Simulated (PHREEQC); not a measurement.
Synthetic water in mg/L, 21 °C, pH 6.54, pe -1.3:

| constituent | mg/L |
|---|---|
| Na | 56.5 |
| K | 0.837 |
| Ca | 59.1 |
| Mg | 0.121 |
| Cl | 80.8 |
| S(6) as SO4 | 41.9 |
| Alkalinity as HCO3 | 144 |
| Sr | 0.187 |
| Si as SiO2 | 2.9 |

Cl is adjusted to close the charge balance.
Valence states are taken as typed.

Computed with PHREEQC (ion-association model, phreeqc.dat).

```json
{
  "ionic_strength": "0.00711 mol/kgw",
  "specific_conductance": "525 µS/cm"
}
```

```
species  molality  activity   log γ
-------  --------  --------  ------
Na+       0.00245   0.00225  -0.038
HCO3-     0.00233   0.00214  -0.037
Cl-       0.00221   0.00202  -0.039
CO2       0.00146   0.00146   0.001
Ca+2      0.00140  0.000994  -0.149
SO4-2    0.000386  0.000273  -0.150
H4SiO4    4.83e-5   4.83e-5   0.001
CaSO4     4.67e-5   4.68e-5   0.001
CaHCO3+   2.76e-5   2.54e-5  -0.037
K+        2.14e-5   1.96e-5  -0.039
Mg+2      4.69e-6   3.35e-6  -0.147
NaSO4-    3.27e-6   3.00e-6  -0.037
```

This is a speciation only: nothing precipitates in the calculation.
